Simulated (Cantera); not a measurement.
# Gas activation for diamond growth

An isothermal, constant-pressure homogeneous reactor starts with CH4 : H2 : CO2 = 0.015 : 1 : 0.021 (molar parts), at 1525 K and 1330 Pa.

Detailed kinetics in Cantera: GRI-Mech 3.0 (53 species, 325 reactions). Radical loss at walls, strong at low pressure, is not modelled.

| t (s) | x CH4 | x H2 | x CO2 | x C2H4 | x C2H2 | x CO | x C2H |
|---|---|---|---|---|---|---|---|
| 2.00e-5 | 0.0145 | 0.965 | 0.0203 | <1e-12 | <1e-12 | 2.83e-12 | <1e-12 |
| 5.40e-5 | 0.0145 | 0.965 | 0.0203 | <1e-12 | <1e-12 | 2.21e-11 | <1e-12 |
| 0.000146 | 0.0145 | 0.965 | 0.0203 | <1e-12 | <1e-12 | 1.80e-10 | <1e-12 |
| 0.000394 | 0.0145 | 0.965 | 0.0203 | <1e-12 | <1e-12 | 1.45e-9 | <1e-12 |
| 0.00106 | 0.0145 | 0.965 | 0.0203 | <1e-12 | <1e-12 | 1.11e-8 | <1e-12 |
| 0.00287 | 0.0145 | 0.965 | 0.0203 | 2.64e-12 | <1e-12 | 8.32e-8 | <1e-12 |
| 0.00775 | 0.0145 | 0.965 | 0.0203 | 5.05e-11 | <1e-12 | 6.11e-7 | <1e-12 |
| 0.0209 | 0.0145 | 0.965 | 0.0203 | 9.87e-10 | 1.26e-11 | 4.46e-6 | <1e-12 |
| 0.0565 | 0.0145 | 0.965 | 0.0202 | 1.94e-8 | 8.86e-10 | 3.25e-5 | <1e-12 |
| 0.152 | 0.0145 | 0.965 | 0.0200 | 3.51e-7 | 7.38e-8 | 0.000234 | <1e-12 |
| 0.412 | 0.0144 | 0.964 | 0.0187 | 3.39e-6 | 4.62e-6 | 0.00156 | 1.15e-12 |
| 1.11 | 0.0143 | 0.958 | 0.0132 | 7.53e-6 | 7.36e-5 | 0.00705 | 2.89e-11 |
| 3.00 | 0.0137 | 0.950 | 0.00441 | 8.18e-6 | 0.000337 | 0.0159 | 1.39e-10 |
x: mole fraction; the columns are a selection and need not sum to one.

Equilibrium at this temperature and pressure: CH4 3.06e-9, H2 0.960, CO2 7.24e-5, C2H4 <1e-12, C2H2 <1e-12, CO 0.0337, C2H <1e-12 (gas phase only).
